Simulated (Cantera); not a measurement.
Feed: 1 mol CF4, at 1.30 mbar.

These are equilibrium values from Cantera (NASA tables, ideal gas, pure condensed phases), not measurements of a reactor. Candidate condensed phases: C; 13 gas species. Gases not in the tables: C2F6 and larger saturated fluorocarbons. Kinetics and transport are ignored.

log p: log10 of the partial pressure in bar; n: condensed amount in mol.

```
T (K)  log p CF4  log p F  log p CF2  log p CF  log p CF3  log p C3  n C(graphite)
-----  ---------  -------  ---------  --------  ---------  --------  -------------
1700       -2.89    -4.87      -5.20     -9.02      -6.01      <-14              0
1750       -2.90    -4.60      -4.93     -8.55      -5.80      <-14              0
1800       -2.91    -4.36      -4.68     -8.12      -5.61      <-14              0
1850       -2.93    -4.13      -4.45     -7.71      -5.43      <-14              0
1900       -2.95    -3.91      -4.23     -7.31      -5.27         …              0
1950       -3.00    -3.71      -4.03     -6.94      -5.13         …              0
2000       -3.07    -3.53      -3.85     -6.59      -5.02         …              0
2050       -3.18    -3.38      -3.69     -6.26      -4.94         …              0
2100       -3.35    -3.25      -3.56     -5.94      -4.91         …              0
2150       -3.60    -3.16      -3.47     -5.63      -4.94         …              0
2200       -3.94    -3.10      -3.42     -5.35      -5.03         …              0
2250       -4.34    -3.08      -3.40     -5.07      -5.18         …              0
2300       -4.77    -3.06      -3.41     -4.84      -5.35         …         0.0207
```

**Question.** Some entries are withheld; supply them.

**Answer.** 
- 1900, log p C3: -14.22
- 1950, log p C3: -13.47
- 2000, log p C3: -12.73
- 2050, log p C3: -11.99
- 2100, log p C3: -11.21
- 2150, log p C3: -10.39
- 2200, log p C3: -9.51
- 2250, log p C3: -8.60
- 2300, log p C3: -7.78
